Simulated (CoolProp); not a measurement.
A simple Rankine cycle with trans-2-butene: condensing at 328.15 K, boiler at 1.79 MPa, turbine inlet 384 K, turbine efficiency 0.7, pump efficiency 0.8, no recuperator. Each further row changes one setting.

The numbers come from the reference Helmholtz-energy equation of state, Lemmon 2005 in CoolProp. It is a short technical equation, of lower accuracy than the large ones.

```
case                             thermal efficiency (%)  net work (kJ/kg)  heat in (kJ/kg)  turbine exit temperature (K)  volume ratio over the turbine
-------------------------------  ----------------------  ----------------  ---------------  ----------------------------  -----------------------------
as stated                                           8.0                 …              408                         343.2                           3.66
turbine inlet 404 K                                 8.0              36.7              457                         366.7                              …
condensing temperature 320.15 K                       …              38.9              428                         337.6                           4.53
boiler pressure 1.25 MPa                            5.9                 …              432                         359.1                           2.36
turbine efficiency 0.6                                …              27.6              408                         345.9                           3.70
```

Fill in the missing entries.


- as stated, net work (kJ/kg): 32.6
- turbine inlet 404 K, volume ratio over the turbine: 3.50
- condensing temperature 320.15 K, thermal efficiency (%): 9.1
- boiler pressure 1.25 MPa, net work (kJ/kg): 25.6
- turbine efficiency 0.6, thermal efficiency (%): 6.8
